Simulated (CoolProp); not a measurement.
Water along the isobar 15.7 MPa: fugacity coefficient from the reference equation and from simpler models built on Tc = 647.1 K, pc = 22.06 MPa, ω = 0.344; each cubic takes its own stable root.

Values from CoolProp's reference Helmholtz-energy equation of state, Wagner 2002.

```
T (K)   phase  reference
-----  ------  ---------
461.4  liquid    0.07720
471.7  liquid    0.09515
482    liquid     0.1159
492.3  liquid     0.1397
502.6  liquid     0.1668
512.9  liquid     0.1972
523.2  liquid     0.2310
533.5  liquid     0.2684
543.7  liquid     0.3090
554    liquid     0.3536
564.3  liquid     0.4016
574.6  liquid     0.4531
584.9  liquid     0.5078
```

Task: How far does each simpler model (van der Waals, Redlich-Kwong, Soave-Redlich-Kwong, Peng-Robinson) lie from the reference over these 13 states: mean and median of the absolute difference, and the worst?

Result: 
- van der Waals: mean 130.4 %, median 111.2 %, worst +286.8 % at 461.4 K and 15.7 MPa
- Redlich-Kwong: mean 48.6 %, median 45.7 %, worst +87.7 % at 461.4 K and 15.7 MPa
- Soave-Redlich-Kwong: mean 6.4 %, median 6.6 %, worst +7.0 % at 523.2 K and 15.7 MPa
- Peng-Robinson: mean 3.5 %, median 3.7 %, worst +4.0 % at 512.9 K and 15.7 MPa
